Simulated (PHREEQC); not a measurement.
PHREEQC input (ion-association model, wateq4f.dat):

```
SOLUTION_MASTER_SPECIES
  An  An-  0  An  62.0  # stands for a non-complexing anion
SOLUTION_SPECIES
  An- = An-
    -log_k 0
    -gamma 3.0 0
PHASES
  Fix_H+
    H+ = H+
    -log_k 0
SOLUTION 1
  temp 25
  units mmol/kgw
  pH 7 charge
  Cl 0.066
  Pb 0.033
  B 0.3
  Na 100
  An 100
END
SELECTED_OUTPUT 1
  -reset false
  -pH true
  -pe true
  -ionic_strength true
  -water true
  -totals B Cl Na Pb
  -molalities Hfo_wOH Hfo_wOH2+ Hfo_wO- Hfo_sOH Hfo_sOH2+ Hfo_sO- Hfo_wH2BO3 Hfo_sOPb+ Hfo_wOPb+
  -saturation_indices Litharge Cotunnite Laurionite Halite
USER_PUNCH 1
  -headings sigma psi
  10 PUNCH EDL("sigma", "Hfo"), EDL("psi", "Hfo")
PRINT
  -reset false
USE solution 1
SURFACE 1
  Hfo_wOH 0.00247191 600 1.1
  Hfo_sOH 6.17978e-05
EQUILIBRIUM_PHASES 1
  Fix_H+ -3 HAn 10
    -force_equality true
  O2(g) -0.68 10
END
# ... the last block is repeated for the other 12 points of pH, with NaOH or the acid as the point needs
```

Selected output (columns that matter, 13 of 13 rows; pH added in front):

```
pH	mu	B	Cl	Na	Pb	m_Hfo_wOH	m_Hfo_wOH2+	m_Hfo_wO-	m_Hfo_sOH	si_Litharge	si_Cotunnite	si_Halite	sigma	psi
3	0.10255	0.00029994	6.6e-05	0.1	3.1426e-05	4.6796e-05	0.002425	2.0687e-08	1.1402e-06	-11.657	-8.7622	-6.9878	0.36341	0.15236
3.5	0.10165	0.00029983	6.6e-05	0.1	2.326e-05	0.00013382	0.0023377	1.755e-07	2.8196e-06	-10.786	-8.8909	-6.987	0.35038	0.15071
4	0.10125	0.00029958	6.6e-05	0.1	8.7376e-06	0.0003279	0.0021424	1.1497e-06	4.9895e-06	-10.211	-9.3152	-6.9867	0.32136	0.1464
4.5	0.10098	0.00029918	6.6e-05	0.1	1.6323e-06	0.0006429	0.0018229	5.1944e-06	7.9468e-06	-9.9394	-10.043	-6.9864	0.27362	0.13827
5	0.10075	0.00029871	6.6e-05	0.1	2.2559e-07	0.0010107	0.0014436	1.6209e-05	1.1924e-05	-9.7989	-10.902	-6.9862	0.21595	0.12631
5.5	0.10055	0.00029828	6.6e-05	0.1	3.0342e-08	0.0013438	0.0010883	3.8011e-05	1.5751e-05	-9.6708	-11.774	-6.9861	0.16017	0.11131
6	0.10039	0.00029797	6.6e-05	0.1	4.1467e-09	0.0015949	0.00080219	7.2644e-05	1.8681e-05	-9.5376	-12.641	-6.986	0.11273	0.093967
6.5	0.10026	0.00029777	6.6e-05	0.1	5.7142e-10	0.0017569	0.00059356	0.00011913	2.0577e-05	-9.4067	-13.51	-6.9859	0.075	0.074612
7	0.10016	0.00029767	6.6e-05	0.1	7.9871e-11	0.0018456	0.00045073	0.00017313	2.1616e-05	-9.2872	-14.39	-6.9858	0.045886	0.053372
7.5	0.10008	0.00029766	6.6e-05	0.1	1.2028e-11	0.0018852	0.00035472	0.00022953	2.208e-05	-9.1832	-15.286	-6.9857	0.023342	0.030494
8	0.10007	0.00029776	6.6e-05	0.10006	2.2441e-12	0.0018957	0.00028661	0.00028724	2.2202e-05	-9.0906	-16.194	-6.9855	0.0047329	0.0065349
8.5	0.10017	0.00029807	6.6e-05	0.10022	5.9804e-13	0.0018862	0.00023145	0.00035216	2.2089e-05	-8.9977	-17.101	-6.9849	-0.01303	-0.017679
9	0.10032	0.00029867	6.5999e-05	0.10044	2.3846e-13	0.0018534	0.00018012	0.0004369	2.1699e-05	-8.8887	-17.992	-6.984	-0.033157	-0.041267
```

The oxide is taken as insoluble; below pH 4 it would dissolve.
